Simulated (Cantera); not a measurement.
Premixed flame

A freely propagating, adiabatic, planar premixed flame of 8.38 % CO, 1.59 % H2, 5.62 % CH4, 16.3 % O2, 68.1 % N2, unburnt at 598 K and 1.00 bar; mixture-averaged transport, grid criteria slope 0.08 and curve 0.16, no radiation.

Detailed kinetics in Cantera: GRI-Mech 3.0 (53 species, 325 reactions). Burning velocities carry a grid error of a few per cent, more on coarse grids.

```json
[
 {"z (mm)": "-1.03", "T (K)": "598", "u (m/s)": "1.57", "x CO": "0.0838", "x H2": "0.0160", "x CH4": "0.0562", "x H2O2": "<1e-8", "x H": "<1e-8", "x O": "<1e-8"},
 {"z (mm)": "-0.685", "T (K)": "598", "u (m/s)": "1.57", "x CO": "0.0838", "x H2": "0.0162", "x CH4": "0.0561", "x H2O2": "3.68e-8", "x H": "<1e-8", "x O": "<1e-8"},
 {"z (mm)": "-0.514", "T (K)": "599", "u (m/s)": "1.57", "x CO": "0.0838", "x H2": "0.0165", "x CH4": "0.0561", "x H2O2": "2.30e-7", "x H": "<1e-8", "x O": "<1e-8"},
 {"z (mm)": "-0.343", "T (K)": "613", "u (m/s)": "1.61", "x CO": "0.0837", "x H2": "0.0172", "x CH4": "0.0555", "x H2O2": "2.60e-6", "x H": "7.50e-7", "x O": "2.08e-7"},
 {"z (mm)": "-0.171", "T (K)": "816", "u (m/s)": "2.16", "x CO": "0.0850", "x H2": "0.0189", "x CH4": "0.0471", "x H2O2": "1.28e-5", "x H": "0.000162", "x O": "1.91e-5"},
 {"z (mm)": "-0.0856", "T (K)": "1168", "u (m/s)": "3.10", "x CO": "0.0900", "x H2": "0.0200", "x CH4": "0.0303", "x H2O2": "9.28e-6", "x H": "0.00115", "x O": "0.000213"},
 {"z (mm)": "0", "T (K)": "1570", "u (m/s)": "4.19", "x CO": "0.0951", "x H2": "0.0186", "x CH4": "0.00819", "x H2O2": "1.33e-6", "x H": "0.00450", "x O": "0.00163"},
 {"z (mm)": "0.0856", "T (K)": "1753", "u (m/s)": "4.66", "x CO": "0.0849", "x H2": "0.0135", "x CH4": "0.000631", "x H2O2": "5.18e-7", "x H": "0.00880", "x O": "0.00516"},
 {"z (mm)": "0.171", "T (K)": "1816", "u (m/s)": "4.79", "x CO": "0.0703", "x H2": "0.0111", "x CH4": "2.35e-5", "x H2O2": "4.41e-7", "x H": "0.0110", "x O": "0.00697"},
 {"z (mm)": "0.343", "T (K)": "1892", "u (m/s)": "4.95", "x CO": "0.0544", "x H2": "0.0110", "x CH4": "5.88e-8", "x H2O2": "3.37e-7", "x H": "0.0114", "x O": "0.00706"},
 {"z (mm)": "0.685", "T (K)": "1982", "u (m/s)": "5.15", "x CO": "0.0454", "x H2": "0.0106", "x CH4": "<1e-8", "x H2O2": "2.35e-7", "x H": "0.00928", "x O": "0.00591"},
 {"z (mm)": "1.37", "T (K)": "2082", "u (m/s)": "5.37", "x CO": "0.0405", "x H2": "0.00908", "x CH4": "<1e-8", "x H2O2": "1.59e-7", "x H": "0.00609", "x O": "0.00425"},
 {"z (mm)": "2.74", "T (K)": "2177", "u (m/s)": "5.58", "x CO": "0.0350", "x H2": "0.00724", "x CH4": "<1e-8", "x H2O2": "1.11e-7", "x H": "0.00359", "x O": "0.00275"}
]
```
x: mole fraction of selected species; z is measured from the peak of heat release.

```json
{
  "laminar_burning_velocity": "157 cm/s",
  "thermal_thickness": "0.343 mm",
  "peak x(H2O2)": "1.29e-5",
  "peak x(H)": "0.0116",
  "peak x(O)": "0.00724",
  "grid_points": "158"
}
```
